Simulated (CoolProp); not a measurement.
Vapour-liquid equilibrium of R125 (1) + n-butane (2) at 1.75 °C; x and y are mole fractions of (1).

Values from CoolProp's multi-fluid Helmholtz-energy mixture model, Lemmon 2005 and Bücker 2006; pair parameters Bell 2016.

Give the bubble pressure and the first vapour's composition at x = 0.35, 0.65, 0.95. Is there an azeotrope?

x = 0.35: 5.510 bar, y = 0.821; x = 0.65: 6.306 bar, y = 0.864; x = 0.95: 7.004 bar, y = 0.963. No azeotrope shows between x = 0.05 and 0.95.

Pair parameters are fitted to limited data, so mixtures are less certain than the pure fluids. With so large a gap from Raoult's law the liquid may split in two, which this calculation doesn't test in full.
